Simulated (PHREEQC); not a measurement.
A made-up water analysis in mg/L, 25 °C, pH 5.7, pe 9.6: Na 3.04; K 0.466; Ca 10.8; Mg 2.52; Cl 8.38; S(6) as SO4 16.8; Alkalinity as HCO3 18.7; Zn 0.334.

Valence states are taken as typed.

Equilibrium calculation in PHREEQC: ion-association model, phreeqc.dat.

This is a speciation only: nothing precipitates in the calculation.

Question: What specific conductance, charge-balance error does the model give?

Answer: specific conductance 104 µS/cm; charge-balance error 0.5 %.

Question: In which forms is Ca present?

Answer: Ca+2 98 %, CaSO4 2.1 % of the Ca.
